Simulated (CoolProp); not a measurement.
A simple Rankine cycle with R245fa: condensing at 330.15 K, boiler at 2.19 MPa, turbine inlet 404.6 K, turbine efficiency 0.6, pump efficiency 0.7, no recuperator. Each further row changes one setting.

Model: reference Helmholtz-energy equation of state, Akasaka 2015, in CoolProp.

```
case                             thermal efficiency (%)  net work (kJ/kg)  heat in (kJ/kg)  turbine exit temperature (K)  volume ratio over the turbine
-------------------------------  ----------------------  ----------------  ---------------  ----------------------------  -----------------------------
as stated                                           7.6              16.4              217                         359.3                           6.41
turbine inlet 424.6 K                               7.6                 …              246                         384.8                           5.89
condensing temperature 322.15 K                       …              19.2              229                         355.1                           8.17
boiler pressure 1.53 MPa                              …              14.7              232                         375.3                              …
turbine efficiency 0.5                              6.1              13.3              217                             …                           6.48
```

Question: Fill in the missing entries.

Answer: 
- turbine inlet 424.6 K, net work (kJ/kg): 18.7
- condensing temperature 322.15 K, thermal efficiency (%): 8.4
- boiler pressure 1.53 MPa, thermal efficiency (%): 6.3
- boiler pressure 1.53 MPa, volume ratio over the turbine: 3.93
- turbine efficiency 0.5, turbine exit temperature (K): 362.3
